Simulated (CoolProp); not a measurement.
Vapour-liquid equilibrium of R1234ze(E) (1) + R227EA (2) at -84.35 °C; x and y are mole fractions of (1).

Model: multi-fluid Helmholtz-energy mixture model, Thol 2016 and Lemmon 2016; pair parameters Bell 2023, in CoolProp.

```csv
x,"bubble pressure, mixture model (MPa)","bubble pressure, Raoult's law (MPa)","y, mixture model","y, Raoult's law"
0.05,?,0.001420,?,0.060
0.15,0.001465,0.001451,0.185,0.177
0.25,0.001504,0.001483,0.298,0.289
0.35,?,0.001514,0.405,0.397
0.45,0.001576,0.001545,0.505,0.500
0.55,0.001608,0.001576,0.600,0.599
0.65,?,0.001607,0.691,0.694
0.75,?,0.001639,0.779,0.786
0.85,0.001688,0.001670,0.867,0.874
0.95,?,0.001701,0.955,0.959
```

Task: Some entries are withheld; supply them.

Result: 
- 0.05, bubble pressure, mixture model (MPa): 0.001425
- 0.05, y, mixture model: 0.063
- 0.35, bubble pressure, mixture model (MPa): 0.001541
- 0.65, bubble pressure, mixture model (MPa): 0.001638
- 0.75, bubble pressure, mixture model (MPa): 0.001664
- 0.95, bubble pressure, mixture model (MPa): 0.001708

The largest gap from Raoult's law is +2.0 % in bubble pressure, at x = 0.55. No azeotrope shows between x = 0.05 and 0.95.

Pair parameters are fitted to limited data, so mixtures are less certain than the pure fluids.
